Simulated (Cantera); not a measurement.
A perfectly stirred reactor is fed with H2 : O2 = 0.092 : 1 (molar parts), equivalence ratio 0.046, at 10.00 Torr; it is held at 1450 K, and followed from long to short residence time.

Model: the H2/O2 subset of GRI-Mech 3.0, which has no nitrogen chemistry, integrated in Cantera. Radical loss at walls, strong at low pressure, is not modelled. The temperature is held fixed by assumption; the heat of reaction is taken as removed at once.

| quantity | before | after |
|---|---|---|
| x(H2) at τ = 19.0 s | 4.87e-5 | 2.36e-5 |
| x(O2) at τ = 19.0 s | 0.910 | 0.956 |
| x(H2O2) at τ = 19.0 s | 1.45e-8 | 8.08e-9 |
| x(HO2) at τ = 19.0 s | 3.25e-7 | 2.01e-7 |
| x(OH) at τ = 19.0 s | 0.00149 | 0.00104 |
| x(H2) at τ = 56.0 ms | 0.00149 | 0.000578 |
| x(O2) at τ = 56.0 ms | 0.877 | 0.932 |
| x(H2O2) at τ = 56.0 ms | 6.72e-8 | 3.37e-8 |
| x(HO2) at τ = 56.0 ms | 2.29e-6 | 1.24e-6 |
| x(OH) at τ = 56.0 ms | 0.00813 | 0.00493 |

### Question
Which change was made?
A) O2 1 to 2.1 parts
B) temperature 1450 to 1275 K
C) pressure from 10.00 Torr to 6.00 Torr
D) H2 0.092 to 0.22 parts

### Answer
A, O2 1 to 2.1 parts
